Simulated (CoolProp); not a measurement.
Properties of C3F8 (R218) at several states.

Computed with CoolProp (reference Helmholtz-energy equation of state, Lemmon 2006). It is a short technical equation, of lower accuracy than the large ones.

```json
[
 {"T (K)": "257.5", "p (MPa)": "0.0903", "phase": "gas", "cp (kJ/(kg K))": "0.7391", "cv (kJ/(kg K))": "0.6859", "expansivity (1/kK)": "4.409", "fugacity coefficient": "0.9683"},
 {"T (K)": "391.4", "p (MPa)": "1.04", "phase": "gas", "cp (kJ/(kg K))": "0.9545", "cv (kJ/(kg K))": "0.8838", "expansivity (1/kK)": "3.549", "fugacity coefficient": "0.9191"},
 {"T (K)": "181", "p (MPa)": "0.0345", "phase": "liquid", "cp (kJ/(kg K))": "0.8673", "cv (kJ/(kg K))": "0.5840", "expansivity (1/kK)": "1.923", "fugacity coefficient": "0.09293"},
 {"T (K)": "259.8", "p (MPa)": "0.499", "phase": "liquid", "cp (kJ/(kg K))": "1.032", "cv (kJ/(kg K))": "0.7271", "expansivity (1/kK)": "2.893", "fugacity coefficient": "0.4844"},
 {"T (K)": "180.6", "p (MPa)": "0.0206", "phase": "liquid", "cp (kJ/(kg K))": "0.8667", "cv (kJ/(kg K))": "0.5832", "expansivity (1/kK)": "1.921", "fugacity coefficient": "0.1503"},
 {"T (K)": "207.7", "p (MPa)": "14.5", "phase": "liquid", "cp (kJ/(kg K))": "0.8991", "cv (kJ/(kg K))": "0.6377", "expansivity (1/kK)": "1.790", "fugacity coefficient": "0.003739"}
]
```
